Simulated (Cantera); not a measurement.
An isothermal, constant-pressure homogeneous reactor starts with 25.4 % H₂, 74.6 % O₂, equivalence ratio 0.17, at 1325 K and 20.0 Torr.

Computed with Cantera and the H2/O2 subset of GRI-Mech 3.0, which has no nitrogen chemistry. Radical loss at walls, strong at low pressure, is not modelled. The temperature is held fixed by assumption; the heat of reaction is taken as removed at once.

x: mole fraction; the columns are a selection and need not sum to one.

```tsv
t (s)	x H₂	x O₂	x OH	x H	x H₂O₂
0.000100	0.254	0.746	1.49e-6	3.78e-6	(withheld)
0.000262	0.237	0.737	0.00290	0.00748	(withheld)
0.000687	0.0144	0.607	0.0166	0.0793	(withheld)
0.00180	0.0117	0.633	0.0153	0.0528	(withheld)
0.00471	0.00601	0.675	0.0112	0.0169	(withheld)
0.0124	0.00126	0.702	0.00519	0.00150	(withheld)
0.0324	0.000171	0.708	0.00192	7.41e-5	(withheld)
0.0848	2.86e-5	0.709	0.000791	5.16e-6	(withheld)
0.222	6.48e-6	0.709	0.000379	5.66e-7	(withheld)
0.583	1.82e-6	0.709	0.000202	8.54e-8	(withheld)
1.53	6.22e-7	0.709	0.000118	1.72e-8	(withheld)
4.00	3.21e-7	0.709	8.49e-5	6.41e-9	(withheld)
```

### Question
Fill in the missing entries.

### Answer

- 0.000100, x H₂O₂: 1.61e-9
- 0.000262, x H₂O₂: 5.38e-8
- 0.000687, x H₂O₂: 6.04e-7
- 0.00180, x H₂O₂: 6.95e-7
- 0.00471, x H₂O₂: 7.63e-7
- 0.0124, x H₂O₂: 5.03e-7
- 0.0324, x H₂O₂: 1.99e-7
- 0.0848, x H₂O₂: 7.18e-8
- 0.222, x H₂O₂: 2.69e-8
- 0.583, x H₂O₂: 1.05e-8
- 1.53, x H₂O₂: 4.57e-9
- 4.00, x H₂O₂: 2.85e-9
